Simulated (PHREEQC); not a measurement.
Make-up at 30 °C: 1 mmol/kgw H3BO3, 15 mmol/kgw NH3 and 38 mmol/kgw KCl. Closed to the air; pH follows from the charge balance.

Model: ion-association model, wateq4f.dat, run in PHREEQC.

| quantity | before | after |
|---|---|---|
| pH | 10.22 | 10.19 |
| ionic strength (mol/kgw) | 0.0392 | 0.00114 |
| NH3 (mol/kgw) | 0.0138 | 0.0138 |
| NH4+ (mol/kgw) | 0.00122 | 0.00114 |
| H2BO3- (mol/kgw) | 0.000929 | 0.000911 |
| H3BO3 (mol/kgw) | 7.13e-5 | 8.92e-5 |

Name the change that produced these shifts.
(A) KCl from 0.038 to 0.0038 mol/kgw
(B) temperature from 30 to 55 °C
(C) KCl left out
(D) 0.051 mol/kgw HBr added
(E) H3BO3 from 0.001 to 0.0009 mol/kgw

C, KCl left out

This is a speciation only: nothing precipitates in the calculation.
